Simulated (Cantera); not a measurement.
Charge: 1 mol Si₂Cl₆, 8.7 mol NH₃, 0.72 mol H₂, equilibrated at 42000 Pa.

Cantera equilibrium calculation (NASA polynomials, part measured and part estimated; ideal gas, pure solids and liquids). Candidate condensed phases: NH₄Cl, Si, Si₃N₄; 28 gas species. The feed counts by its element totals alone. The tables' values for SiCl₃ are old estimates; treat these amounts as uncertain. The numbers say what is thermodynamically allowed, not how fast it happens. All values below are at 1548 K.

Base state: H₂ 0.560, HCl 0.267, N₂ 0.160, SiCl₂ 0.00616, SiCl₄ 0.00315, SiCl₃ 0.00263, SiHCl₃ 0.000806, H 3.55e-5 (mole fractions); condensed: Si₃N₄(s).

### Question
What changes in the equilibrium state with this change: H₂ from 0.72 to 42 mol?

### Answer
| species | before | after |
|---|---|---|
| H₂ | 0.560 | 0.853 |
| HCl | 0.267 | 0.0952 |
| N₂ | 0.160 | 0.0503 |
| SiCl₂ | 0.00616 | 0.00111 |
| SiCl₄ | 0.00315 | 4.75e-5 |
| SiCl₃ | 0.00263 | 0.000137 |
| SiHCl₃ | 0.000806 | 5.20e-5 |
| SiH₂Cl₂ | 3.37e-5 | 9.27e-6 |
| Cl | 1.35e-5 | 3.91e-6 |
| Si₃N₄(s), mol | 0.582 | 0.639 |
